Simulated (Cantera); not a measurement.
# Transport properties of process gases

Gas mixture: H2O : NH3 : C2H2 = 0.15 : 0.56 : 0.31 (molar parts), at 500000 Pa, frozen composition.

Cantera's kinetic-theory transport with the Lennard-Jones parameters of GRI-Mech 3.0, ideal gas; thermal conductivity in the mixture-averaged form. Polar gases are described roughly by these parameters. The composition is frozen, though it would react at the higher temperatures.

```csv
T (K),ρ (kg/m³),cp (J/kg/K),μ (µPa s),λ (mW/m/K),Pr,D (cm²/s) CH4,D (cm²/s) NH3,D (cm²/s) C2H2
400,2.99,2086,13.9,40.4,0.715,0.0723,0.0625,0.0595
500,2.40,2253,17.1,53.9,0.717,0.109,0.0968,0.0914
600,2.00,2405,20.3,68.1,0.717,0.153,0.137,0.129
700,1.71,2542,23.3,82.8,0.716,0.201,0.184,0.171
800,1.50,2667,26.2,97.9,0.714,0.254,0.235,0.218
900,1.33,2784,29.0,113,0.712,0.312,0.292,0.269
1000,1.20,2900,31.6,129,0.713,0.375,0.354,0.325
1100,1.09,3003,34.2,144,0.713,0.442,0.420,0.384
1200,0.998,3098,36.7,159,0.713,0.513,0.490,0.447
```
D: mixture-averaged diffusion coefficient of that species in the mixture.
